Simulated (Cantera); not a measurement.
An adiabatic, constant-pressure homogeneous reactor starts with CO : H2 : O2 : N2 = 1 : 0.11 : 0.231 : 0.87 (molar parts), at 1375 K and 10.0 bar.

Model: GRI-Mech 3.0 (53 species, 325 reactions), integrated in Cantera. The hydrogen kinetics of GRI-Mech 3.0 are dated; newer H2 mechanisms differ, most at raised pressure.

One state of this run: T (K) = 2842; x CO = 0.320; x H2 = 0.0104; x O2 = 0.00107; x N2O = 2.74e-7; x HO2 = 6.82e-7. x: mole fraction; the columns are a selection and need not sum to one.

Q: Which value of t (s) does it belong to?
A) 2.00e-6
B) 1.36e-5
C) 0.00431
D) 3.56e-5

A: C, 0.00431
